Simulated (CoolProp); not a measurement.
R141b at several states: fugacity coefficient from the reference equation and from simpler models built on Tc = 477.5 K, pc = 4212 kPa, ω = 0.220; each cubic takes its own stable root.

Computed with CoolProp (reference Helmholtz-energy equation of state, Lemmon 2006). It is a short technical equation, of lower accuracy than the large ones.

```tsv
T (K)	p (kPa)	phase	reference	van der Waals	Redlich-Kwong	Soave-Redlich-Kwong	Peng-Robinson
248.2	25.8	liquid	0.3026	0.9919	0.6170	0.3064	0.3251
332.3	74.4	gas	0.9804	0.9878	0.9835	0.9821	0.9812
454.9	25300	liquid	0.1800	0.2797	0.2032	0.1953	0.1737
310	405	liquid	0.2862	0.9223	0.4461	0.2877	0.2887
```

At some of these states van der Waals gives the other phase, because its saturation line lies elsewhere.
